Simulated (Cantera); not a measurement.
An isothermal, constant-pressure homogeneous reactor starts with H₂ : O₂ : N₂ = 0.0089 : 1 : 0.46 (molar parts), equivalence ratio 0.0044, at 1125 K and 20.0 Torr.

Detailed kinetics in Cantera: the H2/O2 subset of GRI-Mech 3.0, which has no nitrogen chemistry. Radical loss at walls, strong at low pressure, is not modelled.

One state of this run: x H₂ = 2.20e-8; x O₂ = 0.680; x HO₂ = 1.81e-8; x H = 7.30e-9; x H₂O = 0.00607. x: mole fraction; the columns are a selection and need not sum to one.

Which value of t (s) does it belong to?
(A) 0.0200
(B) 0.000112
(C) 0.000632
(D) 3.56

D, 3.56
